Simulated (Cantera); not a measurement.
A perfectly stirred reactor is fed with NO : N2 = 1 : 12 (molar parts), at 638 Torr; it is held at 1800 K, and followed from long to short residence time.

Cantera simulation using GRI-Mech 3.0 (53 species, 325 reactions); the numbers are that mechanism's predictions, not measurements.

Question: What does this change do: N2 12 to 17 parts?

Answer: 
```tsv
quantity	before	after
x(NO) at τ = 3.30 s	0.0689	0.0511
x(O2) at τ = 3.30 s	0.00397	0.00220
x(O) at τ = 3.30 s	9.29e-6	7.12e-6
x(NO2) at τ = 3.30 s	2.39e-5	1.36e-5
x(N2O) at τ = 3.30 s	2.03e-6	1.13e-6
x(NO) at τ = 15.0 ms	0.0769	0.0555
x(O2) at τ = 15.0 ms	1.19e-5	5.60e-6
x(O) at τ = 15.0 ms	3.26e-6	2.58e-6
x(NO2) at τ = 15.0 ms	8.96e-6	5.14e-6
x(N2O) at τ = 15.0 ms	2.20e-6	1.15e-6
```

Question: What does this change do: N2 12 to 82 parts?

Answer: 
| quantity | before | after |
|---|---|---|
| x(NO) at τ = 3.30 s | 0.0689 | 0.0118 |
| x(O2) at τ = 3.30 s | 0.00397 | 0.000126 |
| x(O) at τ = 3.30 s | 9.29e-6 | 2.19e-6 |
| x(NO2) at τ = 3.30 s | 2.39e-5 | 9.69e-7 |
| x(N2O) at τ = 3.30 s | 2.03e-6 | 6.89e-8 |
| x(NO) at τ = 15.0 ms | 0.0769 | 0.0120 |
| x(O2) at τ = 15.0 ms | 1.19e-5 | 7.91e-8 |
| x(O) at τ = 15.0 ms | 3.26e-6 | 5.00e-7 |
| x(NO2) at τ = 15.0 ms | 8.96e-6 | 2.21e-7 |
| x(N2O) at τ = 15.0 ms | 2.20e-6 | 5.59e-8 |
